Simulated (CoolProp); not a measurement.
Vapour-liquid equilibrium of R13 (1) + propylene (2) at 213.5 K; x and y are mole fractions of (1).

The numbers come from the multi-fluid Helmholtz-energy mixture model, Platzer 1990 and Lemmon 2013; pair parameters Bell 2016 in CoolProp. This equation is an older, rougher fit; its heat capacities, sound speeds and derivatives of the liquid may be far off and weren't checked against measurements.

**Question.** Give the bubble pressure and the first vapour's composition at x = 0.35, 0.65, 0.95. Is there an azeotrope?

**Answer.** x = 0.35: 1.784 bar, y = 0.762; x = 0.65: 2.312 bar, y = 0.871; x = 0.95: 2.765 bar, y = 0.976. No azeotrope shows between x = 0.05 and 0.95.

Pair parameters are fitted to limited data, so mixtures are less certain than the pure fluids.
